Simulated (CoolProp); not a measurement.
Vapour-liquid equilibrium of benzene (1) + octamethylcyclotetrasiloxane (D4) (2) at 243.45 °C; x and y are mole fractions of (1).

The numbers come from the multi-fluid Helmholtz-energy mixture model, Thol 2012 and Thol 2015; pair parameters Bell 2016 in CoolProp.

| x | bubble pressure, mixture model (MPa) | bubble pressure, Raoult's law (MPa) | y, mixture model | y, Raoult's law |
|---|---|---|---|---|
| 0.05 | 0.4927 | 0.5470 | 0.137 | 0.250 |
| 0.2 | 0.7118 | 0.8922 | 0.446 | 0.613 |
| 0.35 | 0.9760 | 1.237 | 0.639 | 0.773 |
| 0.5 | 1.280 | 1.583 | 0.766 | 0.864 |
| 0.65 | 1.632 | 1.928 | 0.857 | 0.922 |
| 0.8 | 2.052 | 2.273 | 0.929 | 0.962 |
| 0.95 | 2.555 | 2.618 | 0.985 | 0.992 |

The largest gap from Raoult's law is -21.1 % in bubble pressure, at x = 0.35. No azeotrope shows between x = 0.05 and 0.95.

The pair parameters rest on a limited set of measurements; away from them the model extrapolates.
